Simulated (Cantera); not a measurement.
What does this Cantera script print?

```python
import numpy as np
import cantera as ct

gas = ct.Solution("h2o2.yaml")
gas.TPX = 1225, 100000, {'H2': 1.4, 'O2': 1, 'N2': 11, 'H2O': 0.44}
reactor = ct.IdealGasConstPressureReactor(gas, energy="off", clone=False)
net = ct.ReactorNet([reactor])
net.rtol, net.atol = 1e-08, 1e-18
show = ['H2', 'O2', 'H2O2', 'HO2', 'OH', 'H', 'O']
times = np.geomspace(2e-05, 30, 12)

steps = ct.SolutionArray(gas, extra=["t"])
rows = []
print(f"{'t/s':>10s}{'T/K':>9s}{'P/Pa':>11s}" + "".join(f"{s:>11s}" for s in show))
for t in times:
    while net.time < t:
        t_next = net.step()
        steps.append(gas.state, t=t_next)
    rows.append([np.interp(t, steps.t, y) for y in (steps.T, steps.P, *steps(*show).X.T)])
    print(f"{t:10.3e}{rows[-1][0]:9.1f}{rows[-1][1]:11.4g}" + "".join(f"{x:11.3e}" for x in rows[-1][2:]))
rate = np.gradient(steps.T, steps.t)
print("integrator steps:", len(steps.t))
if steps.T.max() > steps.T[0] + 200:
    print(f"time of steepest temperature rise: {steps.t[rate.argmax()]:.4e} s")
gas.TPX = 1225, 100000, {'H2': 1.4, 'O2': 1, 'N2': 11, 'H2O': 0.44}
gas.equilibrate("TP")
print(f"equilibrium (TP): T = {gas.T:.1f} K  " + "  ".join(f"{s} {gas[s].X[0]:.3e}" for s in show))
```

It prints:

```
       t/s      T/K       P/Pa         H2         O2       H2O2        HO2         OH          H          O
 2.000e-05   1225.0      1e+05  1.012e-01  7.225e-02  1.879e-10  3.668e-08  1.087e-08  1.054e-07  1.857e-08
 7.286e-05   1225.0      1e+05  9.887e-02  7.123e-02  6.722e-07  3.789e-05  1.300e-04  1.071e-03  1.887e-04
 2.654e-04   1225.0      1e+05  2.486e-03  2.378e-02  3.597e-06  1.912e-05  8.074e-04  8.863e-04  4.868e-04
 9.670e-04   1225.0      1e+05  1.943e-04  2.287e-02  7.949e-07  5.728e-06  1.611e-04  1.184e-05  2.466e-05
 3.523e-03   1225.0      1e+05  1.465e-05  2.282e-02  1.410e-07  6.844e-07  5.199e-05  3.154e-07  2.220e-06
 1.283e-02   1225.0      1e+05  1.159e-06  2.283e-02  2.787e-08  8.079e-08  2.071e-05  1.376e-08  3.348e-07
 4.675e-02   1225.0      1e+05  1.884e-07  2.283e-02  6.690e-09  1.632e-08  9.673e-06  1.274e-09  7.323e-08
 1.703e-01   1225.0      1e+05  4.922e-08  2.283e-02  1.894e-09  5.575e-09  5.026e-06  1.857e-10  1.986e-08
 6.205e-01   1225.0      1e+05  2.223e-08  2.283e-02  7.611e-10  4.001e-09  3.137e-06  5.438e-11  7.769e-09
 2.260e+00   1225.0      1e+05  1.974e-08  2.283e-02  6.316e-10  3.945e-09  2.847e-06  4.409e-11  6.403e-09
 8.235e+00   1225.0      1e+05  1.973e-08  2.283e-02  6.313e-10  3.945e-09  2.846e-06  4.407e-11  6.400e-09
 3.000e+01   1225.0      1e+05  1.973e-08  2.283e-02  6.313e-10  3.945e-09  2.846e-06  4.407e-11  6.400e-09
integrator steps: 1811
equilibrium (TP): T = 1225.0 K  H2 1.973e-08  O2 2.283e-02  H2O2 6.313e-10  HO2 3.945e-09  OH 2.846e-06  H 4.407e-11  O 6.400e-09
```

Computed with Cantera and the H2/O2 subset of GRI-Mech 3.0, which has no nitrogen chemistry. The temperature is held fixed by assumption; the heat of reaction is taken as removed at once.
